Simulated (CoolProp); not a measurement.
Nitrogen at 293.15 K and 3.71 MPa is compressed adiabatically to 21.9 MPa with isentropic efficiency 0.8. Each further row changes one setting.

The numbers come from the reference Helmholtz-energy equation of state, Span 2000 in CoolProp.

```json
[
 {"case": "as stated", "work (kJ/kg)": "263", "final temperature (K)": "537.4", "final density (kg/m³)": "124"},
 {"case": "efficiency 1", "work (kJ/kg)": "211", "final temperature (K)": "491.1", "final density (kg/m³)": "136"},
 {"case": "efficiency 0.65", "work (kJ/kg)": "324", "final temperature (K)": "591.1", "final density (kg/m³)": "113"}
]
```
